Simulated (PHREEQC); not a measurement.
Consider water at 25 °C with 0.065 mol HF, 0.00027 mol (CH3)4NF and 0.00045 mol H2SiF6 per kg of water. Closed to the air; pH follows from the charge balance.

All values are PHREEQC results (ion-association model, wateq4f.dat), not measurements.

Precipitation was switched off in this run.

### Question
Order these F species by the share of F that they hold, largest first: H2F2, HF, HF2-, F-, SiF6-2.

### Answer
HF (69 %), H2F2 (17 %), F- (7.9 %), SiF6-2 (4.0 %), HF2- (2.8 %)

The pH is 2.19 and the ionic strength 0.00766 mol/kgw. Species that the database lacks are ignored. (CH3)4N+ isn't in the database: it is added as a free cation with an ion size of 4 Å. wateq4f.dat counts part of the HF as a dimer, H2F2, which phreeqc.dat doesn't know; its constant is uncertain. SiF6-2 is the database's only silicon fluoride.
